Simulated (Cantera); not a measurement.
Input (Python, Cantera):

```python
import numpy as np
import cantera as ct

gas = ct.Solution("gri30.yaml")


def delay(T, t_max=10):
    gas.TPX = T, 720000, {'CH4': 1, 'CO': 0.24, 'O2': 4.42, 'N2': 16.6, 'CO2': 2.3}
    reactor = ct.IdealGasConstPressureReactor(gas, clone=False)
    net = ct.ReactorNet([reactor])
    net.rtol, net.atol = 1e-8, 1e-16
    while net.time < t_max:
        t_old, T_old = net.time, reactor.T
        net.step()
        if reactor.T > T + 400:  # ignition: a rise of 400 K
            return t_old + (T + 400 - T_old) / (reactor.T - T_old) * (net.time - t_old)
    return np.nan


taus = []
for T in [1098, 1198, 1298, 1398, 1498, 1598]:
    taus.append(delay(T))
    print(f"T0 = {T:6g} K   tau = {taus[-1]:.4e} s")
```

It prints:

```
T0 =   1098 K   tau = 2.6890e-02 s
T0 =   1198 K   tau = 6.3160e-03 s
T0 =   1298 K   tau = 1.8105e-03 s
T0 =   1398 K   tau = 5.9856e-04 s
T0 =   1498 K   tau = 2.2310e-04 s
T0 =   1598 K   tau = 9.2992e-05 s
```

Cantera simulation using GRI-Mech 3.0 (53 species, 325 reactions); the numbers are that mechanism's predictions, not measurements.
